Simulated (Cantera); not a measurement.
**SiH₂Cl₂ + HCl + H₂ (silicon epitaxy and polysilicon growth)**

Charge: 1 mol SiH₂Cl₂, 2.4 mol HCl, 160 mol H₂, equilibrated at 0.0133 bar.

Equilibrium computed with Cantera from the NASA thermochemical tables; the gas is ideal and each condensed phase is pure. Candidate condensed phases: Si; 19 gas species. The tables' values for SiCl₃, SiCl are old estimates; treat these amounts as uncertain. Gases not in the tables: Si₂H₆ and higher silanes. The numbers say what is thermodynamically allowed, not how fast it happens.

| T (K) | x H₂ | x HCl | x SiCl₄ | x H | x SiCl₂ | n Si(s) | n Si(l) |
|---|---|---|---|---|---|---|---|
| 898 | 0.988 | 0.00595 | 0.00381 | 9.42e-10 | 4.85e-5 | 0.0585 | 0 |
| 973 | 0.984 | 0.0113 | 0.00267 | 9.29e-9 | 0.000208 | 0.280 | 0 |
| 1048 | 0.980 | 0.0175 | 0.00130 | 6.62e-8 | 0.000584 | 0.528 | 0 |
| 1123 | 0.976 | 0.0218 | 0.000366 | 3.64e-7 | 0.00103 | 0.691 | 0 |
| 1198 | 0.975 | 0.0233 | 7.24e-5 | 1.63e-6 | 0.00131 | 0.741 | 0 |
| 1273 | 0.975 | 0.0235 | 1.45e-5 | 6.10e-6 | 0.00147 | 0.742 | 0 |
| 1348 | 0.975 | 0.0235 | 3.31e-6 | 1.98e-5 | 0.00158 | 0.732 | 0 |
| 1423 | 0.975 | 0.0233 | 8.75e-7 | 5.68e-5 | 0.00168 | 0.719 | 0 |
| 1498 | 0.975 | 0.0232 | 2.64e-7 | 0.000147 | 0.00177 | 0.706 | 0 |
| 1573 | 0.975 | 0.0230 | 8.93e-8 | 0.000348 | 0.00184 | 0.693 | 0 |
| 1648 | 0.974 | 0.0229 | 3.33e-8 | 0.000761 | 0.00191 | 0.678 | 0 |
| 1723 | 0.973 | 0.0229 | 1.31e-8 | 0.00156 | 0.00187 | 0 | 0.670 |
| 1798 | 0.972 | 0.0232 | 5.30e-9 | 0.00301 | 0.00171 | 0 | 0.660 |
x: gas mole fraction; n: condensed amount in mol.

From 898 K to 1648 K the condensed part is Si(s). From 1723 K to 1798 K the condensed part is Si(l). The main Si-bearing gas is SiCl₄ at 898 K and SiCl₂ at 1798 K. The share of Si in condensed phases is highest at 1273 K (74.2 %) and lowest at 898 K (5.8 %).
